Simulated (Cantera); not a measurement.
A perfectly stirred reactor is fed with CH4 : O2 : N2 = 1 : 2.74 : 10.3 (molar parts), at 4.60 bar; it is adiabatic with a 600 K inlet, and is followed from long to short residence time, starting on the burning branch (τ in s: 0.045, 0.021, 0.0094, 0.0043, 0.0019, 0.00088, 0.0004, 0.00018, 8.3e-05, 3.8e-05, 1.7e-05, 7.8e-06).

Model: GRI-Mech 3.0 (53 species, 325 reactions), integrated in Cantera.

Problem. What does this change do: 1.3 parts H2 added?

Solution. 
```tsv
quantity	before	after
blow-out, bracketed by the residence times tried	burning at 38.0 µs, out at 17.0 µs	burning at 7.80 µs, the shortest tried
x(CH4) at τ = 45.0 ms	3.01e-6	8.42e-7
x(O2) at τ = 45.0 ms	0.0522	0.00929
x(H2O) at τ = 45.0 ms	0.141	0.215
x(H) at τ = 45.0 ms	2.64e-5	0.000638
x(C2H4) at τ = 45.0 ms	1.57e-10	1.29e-11
x(CH4) at τ = 0.400 ms	0.000122	4.93e-5
x(O2) at τ = 0.400 ms	0.0547	0.0153
x(H2O) at τ = 0.400 ms	0.137	0.207
x(H) at τ = 0.400 ms	0.000417	0.00208
x(C2H4) at τ = 0.400 ms	9.32e-8	2.52e-8
```
